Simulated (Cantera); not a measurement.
A perfectly stirred reactor is fed with H2 : O2 : N2 = 1 : 0.649 : 7.79 (molar parts), equivalence ratio 0.77, at 0.390 bar; it is adiabatic with a 623 K inlet, and is followed from long to short residence time, starting on the burning branch (τ in s: 0.065, 0.027, 0.011, 0.0045, 0.0018, 0.00075, 0.00031, 0.00013, 5.1e-05, 2.1e-05, 8.6e-06).

Cantera simulation using GRI-Mech 3.0 (53 species, 325 reactions); the numbers are that mechanism's predictions, not measurements.

x: mole fraction; the columns are a selection and need not sum to one.

```json
[
 {"τ (s)": "0.065", "T (K)": "1415", "x H2": "0.00131", "x O2": "0.0170", "x O": "0.000365", "x H2O2": "3.10e-7", "x H": "0.000484"},
 {"τ (s)": "0.027", "T (K)": "1400", "x H2": "0.00219", "x O2": "0.0174", "x O": "0.000620", "x H2O2": "4.39e-7", "x H": "0.00108"},
 {"τ (s)": "0.011", "T (K)": "1374", "x H2": "?", "x O2": "0.0181", "x O": "?", "x H2O2": "?", "x H": "?"},
 {"τ (s)": "0.0045", "T (K)": "1333", "x H2": "0.00549", "x O2": "0.0192", "x O": "0.00157", "x H2O2": "8.26e-7", "x H": "0.00454"},
 {"τ (s)": "0.0018", "T (K)": "1271", "x H2": "0.00844", "x O2": "0.0212", "x O": "0.00220", "x H2O2": "1.00e-6", "x H": "0.00817"},
 {"τ (s)": "0.00075", "T (K)": "1187", "x H2": "0.0140", "x O2": "0.0248", "x O": "0.00252", "x H2O2": "1.03e-6", "x H": "0.0123"},
 {"τ (s)": "0.00031", "T (K)": "623", "x H2": "0.106", "x O2": "0.0688", "x O": "<1e-12", "x H2O2": "<1e-12", "x H": "<1e-12"},
 {"τ (s)": "0.00013", "T (K)": "623", "x H2": "0.106", "x O2": "0.0688", "x O": "<1e-12", "x H2O2": "<1e-12", "x H": "<1e-12"},
 {"τ (s)": "5.1e-5", "T (K)": "623", "x H2": "0.106", "x O2": "0.0688", "x O": "<1e-12", "x H2O2": "<1e-12", "x H": "<1e-12"},
 {"τ (s)": "2.1e-5", "T (K)": "623", "x H2": "0.106", "x O2": "0.0688", "x O": "<1e-12", "x H2O2": "<1e-12", "x H": "<1e-12"},
 {"τ (s)": "8.6e-6", "T (K)": "623", "x H2": "0.106", "x O2": "0.0688", "x O": "<1e-12", "x H2O2": "<1e-12", "x H": "<1e-12"}
]
```

### Question
Fill in the missing entries.

### Answer

- 0.011, x H2: 0.00355
- 0.011, x O: 0.00102
- 0.011, x H2O2: 6.16e-7
- 0.011, x H: 0.00230
